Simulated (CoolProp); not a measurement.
Diethyl ether along the isobar 3870 kPa: density (kg/m³) from the reference equation and from simpler models built on Tc = 467.9 K, pc = 3717 kPa, ω = 0.282; each cubic takes its own stable root.

Model: reference Helmholtz-energy equation of state, Thol 2014, in CoolProp.

```
T (K)          phase  reference  van der Waals  Redlich-Kwong  Soave-Redlich-Kwong  Peng-Robinson
-----  -------------  ---------  -------------  -------------  -------------------  -------------
338.9         liquid      665.2          410.1          584.7                608.7          687.9
365           liquid      631.0          391.1          549.5                    …              …
391.1         liquid      592.8          369.2          509.1                532.9              …
417.3         liquid      547.5          342.6          460.6                481.9          544.3
443.4         liquid          …          307.2          397.1                413.1          464.2
469.6  supercritical      320.1          232.5          261.2                254.1          276.2
495.7  supercritical          …          113.8          114.8                    …              …
521.9  supercritical      93.52          95.38          95.09                91.03          94.74
548    supercritical      81.76          84.42          83.65                79.99          82.86
```

Problem. Complete the blanks.

Solution. 
- 365, Soave-Redlich-Kwong: 574.0
- 365, Peng-Robinson: 649.2
- 391.1, Peng-Robinson: 602.8
- 443.4, reference: 488.0
- 495.7, reference: 114.6
- 495.7, Soave-Redlich-Kwong: 110.2
- 495.7, Peng-Robinson: 115.5
